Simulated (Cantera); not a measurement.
A perfectly stirred reactor is fed with 3.33 % CH₄, 95.1 % H₂, 1.62 % H, at 100.0 Torr; it is held at 1650 K, and followed from long to short residence time.

Cantera simulation using GRI-Mech 3.0 (53 species, 325 reactions); the numbers are that mechanism's predictions, not measurements. GRI-Mech 3.0 stops at C3 and has no aromatics, soot or wall deposition, so with more carbon than oxygen in the feed, carbon stays in small species such as C2H2 where larger ones or solid carbon would form.

x: mole fraction; the columns are a selection and need not sum to one.

| τ (s) | x CH₄ | x H₂ | x H | x C₂H₆ | x C₂H₂ | x CH₃ |
|---|---|---|---|---|---|---|
| 2.6 | 0.0136 | 0.976 | 0.000258 | 6.47e-7 | 0.00950 | 7.30e-5 |
| 0.69 | 0.0197 | 0.973 | 0.000282 | 1.52e-6 | 0.00653 | 0.000116 |
| 0.18 | … | 0.971 | … | … | … | … |
| 0.048 | 0.0268 | 0.969 | 0.000538 | 6.46e-6 | 0.00301 | 0.000300 |
| 0.013 | 0.0280 | 0.968 | 0.000908 | 1.28e-5 | 0.00227 | 0.000528 |
| 0.0033 | 0.0288 | 0.967 | … | … | … | … |
| 0.00087 | 0.0292 | 0.965 | 0.00288 | 4.31e-5 | 0.000952 | 0.00171 |
| 0.00023 | 0.0290 | 0.963 | 0.00484 | 6.45e-5 | 0.000460 | 0.00279 |

Task: Fill in the missing entries.

Result: 
- 0.18, x CH₄: 0.0245
- 0.18, x H: 0.000356
- 0.18, x C₂H₆: 3.19e-6
- 0.18, x C₂H₂: 0.00422
- 0.18, x CH₃: 0.000181
- 0.0033, x H: 0.00164
- 0.0033, x C₂H₆: 2.49e-5
- 0.0033, x C₂H₂: 0.00158
- 0.0033, x CH₃: 0.000973
